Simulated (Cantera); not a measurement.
Charge: 1 mol SiCl₄, a varied amount of H₂, held at 2150 °C and 5.90 mbar.

Cantera equilibrium calculation (NASA polynomials, part measured and part estimated; ideal gas, pure solids and liquids). Candidate condensed phases: Si; 19 gas species. The tables' values for SiCl are old estimates; treat these amounts as uncertain. Gases not in the tables: Si₂H₆ and higher silanes. The numbers say what is thermodynamically allowed, not how fast it happens.

x: gas mole fraction; nothing condenses.

| n(H₂) (mol) | x H₂ | x H | x HCl | x Si | x Cl |
|---|---|---|---|---|---|
| 78 | 0.746 | 0.199 | 0.0369 | 0.0106 | 0.00703 |
| 120 | 0.762 | 0.202 | 0.0244 | 0.00703 | 0.00460 |
| 200 | 0.775 | 0.203 | ___ | ___ | ___ |
| 310 | 0.781 | 0.204 | ___ | ___ | ___ |
| 500 | 0.786 | 0.205 | 0.00601 | 0.00174 | 0.00111 |
| 790 | 0.789 | 0.205 | 0.00382 | 0.00111 | 0.000706 |
| 1300 | 0.791 | 0.205 | 0.00232 | 0.000673 | 0.000429 |
| 2000 | 0.792 | 0.206 | 0.00151 | 0.000438 | 0.000279 |

Q: What belongs in the gaps?

A: 
- 200, x HCl: 0.0149
- 200, x Si: 0.00429
- 200, x Cl: 0.00278
- 310, x HCl: 0.00965
- 310, x Si: 0.00279
- 310, x Cl: 0.00180
